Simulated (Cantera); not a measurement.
A closed system holds: 1 mol Si3H8, 0.37 mol Cl2, 4 mol H2, equilibrated at 36.0 mbar.

These are equilibrium values from Cantera (NASA tables, ideal gas, pure condensed phases), not measurements of a reactor. Candidate condensed phases: Si; 19 gas species. The feed counts by its element totals alone. The tables' values for SiCl3 are old estimates; treat these amounts as uncertain. The numbers say what is thermodynamically allowed, not how fast it happens.

x: gas mole fraction; n: condensed amount in mol.

| T (K) | x H2 | x HCl | x SiCl4 | x SiHCl3 | x SiCl2 | x SiCl3 | n Si(s) |
|---|---|---|---|---|---|---|---|
| 800 | 0.974 | 0.00208 | 0.0167 | 0.00706 | 4.55e-6 | 2.61e-5 | 2.80 |
| 825 | 0.973 | 0.00287 | 0.0165 | 0.00694 | 9.36e-6 | 4.19e-5 | 2.81 |
| 850 | 0.973 | 0.00388 | 0.0164 | 0.00681 | 1.84e-5 | 6.51e-5 | 2.81 |
| 875 | 0.972 | 0.00515 | 0.0161 | 0.00666 | 3.47e-5 | 9.83e-5 | 2.81 |
| 900 | 0.971 | 0.00671 | 0.0158 | 0.00649 | 6.30e-5 | 0.000144 | 2.81 |
| 925 | 0.969 | … | 0.0154 | 0.00630 | … | 0.000207 | 2.82 |
| 950 | 0.967 | … | 0.0149 | 0.00608 | … | 0.000288 | 2.82 |
| 975 | 0.965 | 0.0135 | 0.0142 | 0.00583 | 0.000304 | 0.000391 | 2.83 |
| 1000 | 0.963 | 0.0165 | 0.0135 | 0.00554 | 0.000482 | 0.000518 | 2.83 |
| 1025 | 0.961 | 0.0199 | 0.0126 | 0.00522 | 0.000739 | 0.000668 | 2.84 |
| 1050 | 0.958 | 0.0237 | 0.0116 | 0.00486 | 0.00110 | 0.000839 | 2.85 |
| 1075 | 0.954 | 0.0279 | 0.0105 | 0.00446 | 0.00159 | 0.00102 | 2.85 |
| 1100 | 0.951 | 0.0322 | 0.00922 | 0.00402 | 0.00222 | 0.00121 | 2.86 |
| 1125 | 0.947 | 0.0367 | 0.00790 | 0.00355 | 0.00301 | 0.00139 | 2.87 |

Some entries are withheld; supply them.


- 925, x HCl: 0.00860
- 925, x SiCl2: 0.000110
- 950, x HCl: 0.0109
- 950, x SiCl2: 0.000186
